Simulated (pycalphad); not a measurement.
Source of the numbers: pycalphad with the COST 507 light-alloy database (1999); pressure 1 atm. These are 1990s assessments: newer ones move some temperatures and phases. Amounts are mole fractions of atoms. Diffusion is slow at the low end, where real alloys seldom reach equilibrium.

Problem. Give the equilibrium state of Ti-23.4B (at.%) at 1425 K.

Solution. BCC_A2, fraction 0.534, with 0.17 B at.%; BM, fraction 0.466, with 50.0 B at.%.

Problem. Give the equilibrium state of Ti-23.4B (at.%) at 975 K.

Solution. 
```
T = 975.00 K, P = 101325 Pa, N = 1 mol of atoms
G = -74474 J/mol, H = -20488 J/mol, S = 55.37 J/(mol K)  (SER reference)
chemical potentials (J/mol): Ti -43166, B -176959
phase             fraction      x(Ti)       x(B)
HCP_A3              0.5331     0.9990     0.0010
BM                  0.4669     0.5000     0.5000
```

Database names, with the compositions (at.%) that they take in these runs: BM: Ti 50 B 50. BCC_A2 is bcc; HCP_A3 is hcp.
